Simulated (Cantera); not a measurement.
A closed system holds: 1 mol Si3N4, a varied amount of CO2, 87 mol H2, held at 1402 °C and 10000 Pa.

These are equilibrium values from Cantera (NASA tables, ideal gas, pure condensed phases), not measurements of a reactor. Candidate condensed phases: C, C6H6, C7H8, C8H18, H2O, Si, SiC, SiO2, Si2N2O, Si3N4; 151 gas species. Mutual solubility and eutectic melting of coexisting phases are not modelled. The tables hold silica as quartz up to 1696 K and as liquid above; real silica turns to tridymite and cristobalite and melts near 1996 K. Gases not in the tables: Si2H6 and higher silanes. The numbers say what is thermodynamically allowed, not how fast it happens.

x: gas mole fraction; n: condensed amount in mol.

```json
[
 {"n(CO2) (mol)": "0.21", "x H2": "0.989", "x CO": "1.85e-5", "x N2": "0.0103", "x SiO": "0.000386", "x H": "0.000365", "n Si(s)": "0.920", "n SiC(s)": "0.208", "n Si2N2O(s)": "0.384", "n Si3N4(s)": "0.356", "n SiO2(β-quartz)": "0"},
 {"n(CO2) (mol)": "0.6", "x H2": "0.990", "x CO": "1.99e-5", "x N2": "0.00954", "x SiO": "0.000416", "x H": "0.000365", "n Si(s)": "0.0407", "n SiC(s)": "0.598", "n Si2N2O(s)": "1.16", "n Si3N4(s)": "0", "n SiO2(β-quartz)": "0"},
 {"n(CO2) (mol)": "0.98", "x H2": "0.981", "x CO": "0.00619", "x N2": "0.00946", "x SiO": "0.00283", "x H": "0.000364", "n Si(s)": "0", "n SiC(s)": "0.428", "n Si2N2O(s)": "1.16", "n Si3N4(s)": "0", "n SiO2(β-quartz)": "0"},
 {"n(CO2) (mol)": "1.4", "x H2": "0.973", "x CO": "0.0136", "x N2": "0.00856", "x SiO": "0.00393", "x H": "0.000362", "n Si(s)": "0", "n SiC(s)": "0.181", "n Si2N2O(s)": "1.23", "n Si3N4(s)": "0", "n SiO2(β-quartz)": "0"},
 {"n(CO2) (mol)": "1.8", "x H2": "0.964", "x CO": "0.0199", "x N2": "0.00886", "x SiO": "0.00666", "x H": "0.000361", "n Si(s)": "0", "n SiC(s)": "0", "n Si2N2O(s)": "1.20", "n Si3N4(s)": "0", "n SiO2(β-quartz)": "0"},
 {"n(CO2) (mol)": "2.1", "x H2": "0.952", "x CO": "0.0230", "x N2": "0.0119", "x SiO": "0.0130", "x H": "0.000358", "n Si(s)": "0", "n SiC(s)": "0", "n Si2N2O(s)": "0.908", "n Si3N4(s)": "0", "n SiO2(β-quartz)": "0"},
 {"n(CO2) (mol)": "2.5", "x H2": "0.946", "x CO": "(withheld)", "x N2": "(withheld)", "x SiO": "0.0133", "x H": "0.000357", "n Si(s)": "0", "n SiC(s)": "0", "n Si2N2O(s)": "(withheld)", "n Si3N4(s)": "0", "n SiO2(β-quartz)": "(withheld)"},
 {"n(CO2) (mol)": "2.9", "x H2": "0.941", "x CO": "(withheld)", "x N2": "(withheld)", "x SiO": "0.0129", "x H": "0.000356", "n Si(s)": "0", "n SiC(s)": "0", "n Si2N2O(s)": "(withheld)", "n Si3N4(s)": "0", "n SiO2(β-quartz)": "(withheld)"},
 {"n(CO2) (mol)": "3.3", "x H2": "0.936", "x CO": "0.0355", "x N2": "0.0160", "x SiO": "0.0125", "x H": "0.000355", "n Si(s)": "0", "n SiC(s)": "0", "n Si2N2O(s)": "0.515", "n Si3N4(s)": "0", "n SiO2(β-quartz)": "0.805"}
]
```

Task: Fill in the missing entries.

Result: 
- 2.9, x CO: 0.0314
- 2.9, x N2: 0.0147
- 2.9, n Si2N2O(s): 0.640
- 2.9, n SiO2(β-quartz): 0.530
- 2.5, x CO: 0.0272
- 2.5, x N2: 0.0134
- 2.5, n Si2N2O(s): 0.763
- 2.5, n SiO2(β-quartz): 0.253
